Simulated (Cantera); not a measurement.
Charge: 1 mol CH3F, 0.045 mol CH4, equilibrated at 377 °C and 13300 Pa.

Equilibrium computed with Cantera from the NASA thermochemical tables; the gas is ideal and each condensed phase is pure. Candidate condensed phases: C, C6H6, C7H8, C8H18; 95 gas species. The numbers say what is thermodynamically allowed, not how fast it happens.

Base state: HF 0.571, H2 0.236, CH4 0.193, H2F2 1.16e-5 (mole fractions); condensed: C(graphite).

Task: What changes in the equilibrium state with this change: temperature from 377 °C to 1327 °C?

Result: 
```csv
species,before,after
H2,0.236,0.521
HF,0.571,0.478
H,<1e-9,0.000108
CH4,0.193,5.92e-5
C2H2 (acetylene),<1e-9,1.43e-5
H2F2,1.16e-5,3.44e-7
"C(graphite), mol",0.707,1.04
```

Task: What changes in the equilibrium state with this change: temperature from 377 °C to 625 °C?

Result: 
| species | before | after |
|---|---|---|
| H2 | 0.236 | 0.505 |
| HF | 0.571 | 0.484 |
| CH4 | 0.193 | 0.0109 |
| H2F2 | 1.16e-5 | 1.83e-6 |
| C(graphite), mol | 0.707 | 1.02 |

Task: What changes in the equilibrium state with this change: temperature from 377 °C to 1025 °C?

Result: 
```
species            before     after
----------------  -------  --------
H2                  0.236     0.521
HF                  0.571     0.479
CH4                 0.193  0.000288
H2F2              1.16e-5   5.49e-7
C(graphite), mol    0.707      1.04
```
